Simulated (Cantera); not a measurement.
A Cantera script and what it prints.

```python
import numpy as np
import cantera as ct

gas_names = """
    C CH CH2 CH3 CH4 CN C2 C2H C2H2,acetylene C2H2,vinylidene C2H3,vinyl CH3CN C2H4 C2H5 C2H6 CCN CNC
    C2N2 C3 C3H3,propargyl C3H4,allene C3H4,propyne C3H4,cyclo- C3H5,allyl C3H6,propylene C3H6,cyclo-
    C3H7,n-propyl C3H7,i-propyl C3H8 C4 C4H2 C4H4,1,3-cyclo- C4H6,butadiene C4H6,2-butyne C4H6,cyclo-
    C4H8,1-butene C4H8,cis2-buten C4H8,tr2-butene C4H8,isobutene C4H8,cyclo- C4H9,n-butyl C4H9,i-butyl
    C4H9,s-butyl C4H9,t-butyl C4H10,isobutane C4H10,n-butane C4N2 C5 C5H6,1,3cyclo- C5H8,cyclo-
    C5H10,1-pentene C5H10,cyclo- C5H11,pentyl C5H11,t-pentyl C5H12,n-pentane C5H12,i-pentane
    CH3C(CH3)2CH3 C6H2 C6H5,phenyl C6H6 C6H10,cyclo- C6H12,1-hexene C6H12,cyclo- C6H13,n-hexyl
    C7H7,benzyl C7H8 C7H14,1-heptene C7H15,n-heptyl C7H16,n-heptane C8H8,styrene C8H10,ethylbenz
    C8H16,1-octene C8H17,n-octyl C8H18,isooctane C8H18,n-octane C9H19,n-nonyl C10H8,naphthale
    C10H21,n-decyl C12H9,o-bipheny C12H10,bipheny H HCN HCCN HNC H2 N NH NH2 NH3 N2 N2H2 N2H4
""".split()
cond_names = """
    C(gr) C6H6(L) C7H8(L) C8H18(L),n-octa
""".split()


def load(file, names, dense=False):
    # The tables refer to 1 bar. Condensed volumes are neglected.
    table = {s.name: s for s in ct.Species.list_from_file(file)}
    out = []
    for n in names:
        d = dict(table[n].input_data)
        d["thermo"] = dict(d["thermo"], **{"reference-pressure": 1e5})
        if dense:
            d["equation-of-state"] = {"model": "constant-volume", "density": "1e6 g/cm^3"}
        out.append(ct.Species.from_dict(d))
    return out


gas = ct.Solution(thermo="ideal-gas", species=load("nasa_gas.yaml", gas_names))
cond = {s.name: ct.Solution(thermo="fixed-stoichiometry", species=[s], name=s.name)
        for s in load("nasa_condensed.yaml", cond_names, dense=True)}
atoms = {
    'C': {'C': 1},
    'NH3': {'N': 1, 'H': 3},
    'H2': {'H': 2},
}
top_T = {'C(gr)': 4500}  # K; cautious upper limits of use, not melting points


def equilibrate(T, P, feed):
    n = {}
    for name, mol in feed.items():
        for a, k in atoms[name].items():
            n[a] = n.get(a, 0.0) + k * mol
    gas.TPX = T, P, n
    mass = sum(n.values()) * gas.mean_molecular_weight
    gas.equilibrate("TP")
    valid = [c for c in cond.values() if c.min_temp <= T <= top_T.get(c.name, c.max_temp)]
    mix = ct.Mixture([(gas, mass / gas.mean_molecular_weight)] + [(c, 0.0) for c in valid])
    mix.T, mix.P = T, P
    mix.equilibrate("TP", solver="vcs", rtol=1e-11, max_steps=5000)
    return mix


results = []
feed = {'C': 1, 'NH3': 0.012, 'H2': 6.6}  # mol
P = 1200000  # Pa
for T in [2200, 2250, 2300, 2350, 2400, 2450, 2500, 2550, 2600, 2650, 2700]:
    mix = equilibrate(T, P, feed)
    results.append((T, P, feed, dict(zip(mix.species_names, mix.species_moles))))
    x = sorted(zip(gas.X, gas.species_names), reverse=True)
    print(f"T = {T:g} K  P = {P:g} Pa  gas = {mix.phase_moles(0):.4g} mol")
    print("   x: " + "  ".join(f"{s} {v:.3e}" for v, s in x if v > 1e-06))
    print("   condensed (mol): " + ("  ".join(f"{mix.phase(i).name} {mix.phase_moles(i):.4g}"
          for i in range(1, mix.n_phases) if mix.phase_moles(i) > 1e-12) or "none"))
```

It prints:

```
T = 2200 K  P = 1.2e+06 Pa  gas = 6.608 mol
   x: H2 9.913e-01  CH4 3.100e-03  C2H2,acetylene 2.540e-03  H 1.619e-03  HCN 6.921e-04  N2 5.321e-04  CH3 9.696e-05  C2H4 7.377e-05  HNC 5.467e-05  NH3 4.056e-06  C4H2 2.651e-06  C3H4,propyne 1.536e-06  C2H3,vinyl 1.056e-06
   condensed (mol): C(gr) 0.9392
T = 2250 K  P = 1.2e+06 Pa  gas = 6.612 mol
   x: H2 9.902e-01  C2H2,acetylene 3.315e-03  CH4 2.784e-03  H 2.133e-03  HCN 7.740e-04  N2 4.853e-04  CH3 1.138e-04  C2H4 7.679e-05  HNC 6.578e-05  C4H2 4.532e-06  NH3 3.618e-06  C3H4,propyne 1.881e-06  C2H3,vinyl 1.488e-06  C3H3,propargyl 1.186e-06  C2H2,vinylidene 1.005e-06
   condensed (mol): C(gr) 0.9302
T = 2300 K  P = 1.2e+06 Pa  gas = 6.616 mol
   x: H2 9.888e-01  C2H2,acetylene 4.273e-03  H 2.778e-03  CH4 2.512e-03  HCN 8.552e-04  N2 4.382e-04  CH3 1.326e-04  C2H4 7.973e-05  HNC 7.794e-05  C4H2 7.562e-06  NH3 3.219e-06  C3H4,propyne 2.281e-06  C2H3,vinyl 2.064e-06  C3H3,propargyl 1.741e-06  C2H2,vinylidene 1.592e-06
   condensed (mol): C(gr) 0.9184
T = 2350 K  P = 1.2e+06 Pa  gas = 6.62 mol
   x: H2 9.870e-01  C2H2,acetylene 5.446e-03  H 3.577e-03  CH4 2.275e-03  HCN 9.341e-04  N2 3.919e-04  CH3 1.533e-04  HNC 9.100e-05  C2H4 8.258e-05  C4H2 1.233e-05  NH3 2.857e-06  C2H3,vinyl 2.821e-06  C3H4,propyne 2.740e-06  C3H3,propargyl 2.512e-06  C2H2,vinylidene 2.470e-06  C3H4,allene 1.159e-06  CH2 1.095e-06  C2H 1.009e-06
   condensed (mol): C(gr) 0.9034
T = 2400 K  P = 1.2e+06 Pa  gas = 6.624 mol
   x: H2 9.847e-01  C2H2,acetylene 6.865e-03  H 4.557e-03  CH4 2.068e-03  HCN 1.009e-03  N2 3.471e-04  CH3 1.760e-04  HNC 1.048e-04  C2H4 8.531e-05  C4H2 1.969e-05  C2H3,vinyl 3.801e-06  C2H2,vinylidene 3.759e-06  C3H3,propargyl 3.564e-06  C3H4,propyne 3.263e-06  NH3 2.529e-06  C2H 1.828e-06  CH2 1.634e-06  C3H4,allene 1.391e-06
   condensed (mol): C(gr) 0.8848
T = 2450 K  P = 1.2e+06 Pa  gas = 6.629 mol
   x: H2 9.819e-01  C2H2,acetylene 8.567e-03  H 5.747e-03  CH4 1.886e-03  HCN 1.078e-03  N2 3.047e-04  CH3 2.007e-04  HNC 1.190e-04  C2H4 8.790e-05  C4H2 3.081e-05  C2H2,vinylidene 5.617e-06  C2H3,vinyl 5.054e-06  C3H3,propargyl 4.980e-06  C3H4,propyne 3.854e-06  C2H 3.231e-06  CH2 2.396e-06  NH3 2.232e-06  C3H4,allene 1.656e-06
   condensed (mol): C(gr) 0.8622
T = 2500 K  P = 1.2e+06 Pa  gas = 6.635 mol
   x: H2 9.786e-01  C2H2,acetylene 1.059e-02  H 7.180e-03  CH4 1.724e-03  HCN 1.141e-03  N2 2.653e-04  CH3 2.275e-04  HNC 1.336e-04  C2H4 9.033e-05  C4H2 4.730e-05  C2H2,vinylidene 8.251e-06  C3H3,propargyl 6.856e-06  C2H3,vinyl 6.636e-06  C2H 5.577e-06  C3H4,propyne 4.514e-06  CH2 3.456e-06  NH3 1.965e-06  C3H4,allene 1.955e-06
   condensed (mol): C(gr) 0.8351
T = 2550 K  P = 1.2e+06 Pa  gas = 6.641 mol
   x: H2 9.745e-01  C2H2,acetylene 1.296e-02  H 8.889e-03  CH4 1.580e-03  HCN 1.197e-03  CH3 2.561e-04  N2 2.293e-04  HNC 1.482e-04  C2H4 9.259e-05  C4H2 7.131e-05  C2H2,vinylidene 1.192e-05  C2H 9.418e-06  C3H3,propargyl 9.308e-06  C2H3,vinyl 8.608e-06  C3H4,propyne 5.245e-06  CH2 4.910e-06  C3H4,allene 2.288e-06  NH3 1.726e-06
   condensed (mol): C(gr) 0.8028
T = 2600 K  P = 1.2e+06 Pa  gas = 6.649 mol
   x: H2 9.697e-01  C2H2,acetylene 1.573e-02  H 1.091e-02  CH4 1.451e-03  HCN 1.245e-03  CH3 2.867e-04  N2 1.970e-04  HNC 1.628e-04  C4H2 1.057e-04  C2H4 9.463e-05  C2H2,vinylidene 1.696e-05  C2H 1.557e-05  C3H3,propargyl 1.247e-05  C2H3,vinyl 1.104e-05  CH2 6.874e-06  C3H4,propyne 6.049e-06  C3H4,allene 2.658e-06  NH3 1.513e-06
   condensed (mol): C(gr) 0.7648
T = 2650 K  P = 1.2e+06 Pa  gas = 6.658 mol
   x: H2 9.642e-01  C2H2,acetylene 1.892e-02  H 1.329e-02  CH4 1.334e-03  HCN 1.285e-03  CH3 3.189e-04  HNC 1.770e-04  N2 1.684e-04  C4H2 1.541e-04  C2H4 9.643e-05  C2H 2.525e-05  C2H2,vinylidene 2.378e-05  C3H3,propargyl 1.648e-05  C2H3,vinyl 1.399e-05  CH2 9.489e-06  C3H4,propyne 6.922e-06  C3H4,allene 3.062e-06  NH3 1.324e-06  C6H2 1.322e-06  CN 1.250e-06
   condensed (mol): C(gr) 0.7204
T = 2700 K  P = 1.2e+06 Pa  gas = 6.667 mol
   x: H2 9.577e-01  C2H2,acetylene 2.258e-02  H 1.605e-02  HCN 1.318e-03  CH4 1.228e-03  CH3 3.527e-04  C4H2 2.212e-04  HNC 1.909e-04  N2 1.435e-04  C2H4 9.797e-05  C2H 4.018e-05  C2H2,vinylidene 3.286e-05  C3H3,propargyl 2.153e-05  C2H3,vinyl 1.755e-05  CH2 1.292e-05  C3H4,propyne 7.863e-06  C3H4,allene 3.502e-06  C6H2 2.285e-06  CN 1.657e-06  NH3 1.157e-06
   condensed (mol): C(gr) 0.669
```

These are equilibrium values from Cantera (NASA tables, ideal gas, pure condensed phases), not measurements of a reactor.
